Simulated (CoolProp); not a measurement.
Saturation properties of oxygen (Tc = 154.6 K, pc = 5046 kPa, ω = 0.022).

Computed with CoolProp (reference Helmholtz-energy equation of state, Schmidt 1985).

```json
[
 {"T (K)": "75.3", "p (kPa)": "15.24", "vapour density (kg/m³)": "0.7853", "surface tension (mN/m)": "17.0"},
 {"T (K)": "79.6", "p (kPa)": "28.52", "vapour density (kg/m³)": "1.397", "surface tension (mN/m)": "15.8"},
 {"T (K)": "83.8", "p (kPa)": "49.17", "vapour density (kg/m³)": "2.302", "surface tension (mN/m)": "14.8"},
 {"T (K)": "88.1", "p (kPa)": "81.00", "vapour density (kg/m³)": "3.638", "surface tension (mN/m)": "13.7"},
 {"T (K)": "92.3", "p (kPa)": "125.7", "vapour density (kg/m³)": "5.445", "surface tension (mN/m)": "12.6"},
 {"T (K)": "96.5", "p (kPa)": "187.2", "vapour density (kg/m³)": "7.860", "surface tension (mN/m)": "11.6"},
 {"T (K)": "100.8", "p (kPa)": "271.5", "vapour density (kg/m³)": "11.09", "surface tension (mN/m)": "10.5"},
 {"T (K)": "105", "p (kPa)": "378.5", "vapour density (kg/m³)": "15.12", "surface tension (mN/m)": "9.54"},
 {"T (K)": "109.3", "p (kPa)": "517.6", "vapour density (kg/m³)": "20.32", "surface tension (mN/m)": "8.54"},
 {"T (K)": "113.5", "p (kPa)": "686.5", "vapour density (kg/m³)": "26.62", "surface tension (mN/m)": "7.58"},
 {"T (K)": "117.7", "p (kPa)": "892.4", "vapour density (kg/m³)": "34.36", "surface tension (mN/m)": "6.64"}
]
```

It boils at 90.2 K under 1 atm.

Surface tension comes from a separate correlation (Mulero 2012).
